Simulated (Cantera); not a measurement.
Cantera run:

```python
import numpy as np
import cantera as ct

gas_names = """
    C CN C2 CCN CNC C2N2 C3 C4 C4N2 C5 N N2 Si SiC SiC2 SiN Si2 Si2C Si2N Si3
""".split()
cond_names = """
    C(gr) Si(cr) Si(L) SiC(b) Si3N4(a)
""".split()


# ... load() reads the species with a 1 bar reference pressure and builds the phases ...
atoms = {
    'Si3N4': {'Si': 3, 'N': 4},
    'C': {'C': 1},
    'N2': {'N': 2},
}
top_T = {'C(gr)': 4500, 'SiC(b)': 3050, 'Si3N4(a)': 2400}  # K; cautious upper limits of use, not melting points


# ... equilibrate(T, P, feed) seeds the gas with the atoms and calls Mixture.equilibrate('TP', solver="vcs", rtol=1e-11, max_steps=5000) ...
results = []
feed = {'Si3N4': 1, 'C': 0.26, 'N2': 6.6}  # mol
T = 2900  # K
P = 4500  # Pa
mix = equilibrate(T, P, feed)
results.append((T, P, feed, dict(zip(mix.species_names, mix.species_moles))))
x = sorted(zip(gas.X, gas.species_names), reverse=True)
print(f"T = {T:g} K  P = {P:g} Pa  gas = {mix.phase_moles(0):.4g} mol")
print("   x: " + "  ".join(f"{s} {v:.3e}" for v, s in x if v > 1e-06))
print("   condensed (mol): " + ("  ".join(f"{mix.phase(i).name} {mix.phase_moles(i):.4g}"
      for i in range(1, mix.n_phases) if mix.phase_moles(i) > 1e-12) or "none"))
```

Output:

```
T = 2900 K  P = 4500 Pa  gas = 11.51 mol
   x: N2 7.452e-01  Si 2.352e-01  SiC2 7.580e-03  Si2C 5.496e-03  SiN 2.587e-03  Si2 1.760e-03  CN 1.581e-03  Si2N 3.063e-04  SiC 1.327e-04  C 9.092e-05  Si3 4.512e-05  N 2.909e-05  C3 2.318e-05  C2N2 2.134e-05  C2 1.068e-05
   condensed (mol): none
```

Method: chemical equilibrium by Gibbs-energy minimisation in Cantera with the NASA 1993 tables (ideal gas, pure condensed phases). The tables' values for SiN are old estimates; treat these amounts as uncertain.
